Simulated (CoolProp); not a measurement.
n-hexane along the isobar 12200 kPa: density (kg/m³) from the reference equation and from simpler models built on Tc = 507.8 K, pc = 3044 kPa, ω = 0.300; each cubic takes its own stable root.

Model: reference Helmholtz-energy equation of state, Thol 2019, in CoolProp.

| T (K) | phase | reference |
|---|---|---|
| 419 | liquid | 561.4 |
| 428.8 | liquid | 551.9 |
| 438.5 | liquid | 542.3 |
| 448.3 | liquid | 532.4 |
| 458 | liquid | 522.4 |
| 467.7 | liquid | 512.1 |
| 477.5 | liquid | 501.5 |
| 487.2 | liquid | 490.7 |
| 497 | liquid | 479.5 |
| 506.7 | liquid | 468.1 |
| 516.4 | supercritical | 456.3 |
| 526.2 | supercritical | 444.1 |

Task: How far does each simpler model (van der Waals, Redlich-Kwong, Peng-Robinson) lie from the reference over these 12 states: mean and median of the absolute difference, and the worst?

Result: 
- van der Waals: mean 31.3 %, median 31.6 %, worst -34.5 % at 419 K and 12200 kPa
- Redlich-Kwong: mean 10.4 %, median 10.6 %, worst -10.9 % at 419 K and 12200 kPa
- Peng-Robinson: mean 1.6 %, median 1.7 %, worst +2.9 % at 419 K and 12200 kPa
